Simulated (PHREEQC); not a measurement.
Make-up at 86 °C: 0.002 mol HF, 0.051 mol (CH3)4NF and 0.0015 mol H4SiO4 per kg of water. Closed to the air; pH follows from the charge balance.

All values are PHREEQC results (ion-association model, phreeqc.dat), not measurements.

Precipitation was switched off in this run.

**Question.** Predict the pH.

**Answer.** pH 5.26.

**Question.** In which forms is Si present?

**Answer.** H4SiO4 89 %, SiF6-2 11 % of the Si.

Saturation is exceeded, for instance for Quartz (slow to form), Chalcedony (slow to form); the values hold only as long as no solid forms. Species that the database lacks are ignored. (CH3)4N+ isn't in the database: it is added as a free cation with an ion size of 4 Å. Away from 25 °C the constants follow the database's enthalpies or fits; those with neither stay at their 25 °C values. SiF6-2 is the database's only silicon fluoride.
